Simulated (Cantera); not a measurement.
**Thermodynamics of titanium nitride, carbide and oxide coatings, feed Ti(OiPr)₄ + CH₄**

A closed system holds: 1 mol Ti(OiPr)₄, 0.23 mol CH₄, equilibrated at 1.33 mbar.

These are equilibrium values from Cantera (NASA tables, ideal gas, pure condensed phases), not measurements of a reactor. Candidate condensed phases: C, C₆H₆, C₇H₈, C₈H₁₈, H₂O, Ti, TiC, TiO, TiO₂, Ti₂O₃, Ti₃O₅, Ti₄O₇; 113 gas species. The feed counts by its element totals alone. TiC: taken at fixed stoichiometry. The numbers say what is thermodynamically allowed, not how fast it happens.

```tsv
T (°C)	log p H₂	log p CO	log p H	log p C₂H₂ (acetylene)	log p Ti	n C(graphite)	n TiC(s)
1202	-2.98	-3.54	-6.38	-8.16	<-14	7.23	1.00
1302	-2.98	-3.54	-5.87	-7.66	-13.67	7.23	1.00
1402	-2.98	-3.54	-5.43	-7.22	-12.39	7.23	1.00
1502	-2.98	-3.54	-5.03	-6.83	-11.25	7.23	1.00
1602	-2.99	-3.54	-4.68	-6.49	-10.24	7.22	1.000
1702	-3.00	-3.55	-4.36	-6.19	-9.33	7.21	1.000
1802	-3.01	-3.55	-4.08	-5.92	-8.51	7.20	1.000
1902	-3.04	-3.56	-3.83	-5.69	-7.77	7.17	1.000
```
log p: log10 of the partial pressure in bar; n: condensed amount in mol.

From 1202 °C to 1902 °C the condensed part is C(graphite) + TiC(s).
